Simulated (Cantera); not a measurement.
Feed: 1 mol SiO2, 0.62 mol Al2O3, 5.6 mol H2, at 900 K and 750 Torr.

Cantera equilibrium calculation (NASA polynomials, part measured and part estimated; ideal gas, pure solids and liquids). Candidate condensed phases: Al, Al2O3, Al2SiO5, Al6Si2O13, H2O, Si, SiO2; 28 gas species. Condensed phases not in the tables: alloys, solid solutions and most ternary compounds. Equilibrium is a limit: real reactors are often held back by kinetics, nucleation or transport.

Q: What is the equilibrium state?

A: 
```json
{
  "x(H2)": "1.00",
  "n(Al2SiO5(andalusite))": "0.620 mol",
  "n(SiO2(β-quartz))": "0.380 mol",
  "gas_amount": "5.600 mol",
  "log10 activity of Al6Si2O13(mullite) (absent)": "-0.79",
  "log10 activity of Si(s) (absent)": "-2.66",
  "log10 activity of Al(s) (absent)": "-10.06"
}
```
